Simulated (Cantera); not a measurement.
Charge: 1 mol SiO2, 1.1 mol C, 0.015 mol CO, equilibrated at 13.3 mbar.

Method: chemical equilibrium by Gibbs-energy minimisation in Cantera with the NASA 1993 tables (ideal gas, pure condensed phases). Candidate condensed phases: C, Si, SiC, SiO2; 20 gas species. Kinetics and transport are ignored.

**Question.** At 2300 °C, list the 5 most abundant gas species with their mole fractions, and the condensed phases.

**Answer.** CO 0.527, SiO 0.426, Si 0.0470, Si2 0.000108, Si2C 1.95e-5. Condensed: gas only.
